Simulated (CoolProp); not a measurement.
The numbers come from the reference Helmholtz-energy equation of state, Gao 2022 in CoolProp.

Problem. For n-perfluorohexane, give the phase and the speed of sound (m/s), Joule-Thomson coefficient (K/MPa) at 450 K and 6.5 MPa.

Solution. 
- 450 K and 6.5 MPa: supercritical; speed of sound 217, Joule-Thomson coefficient 0.358
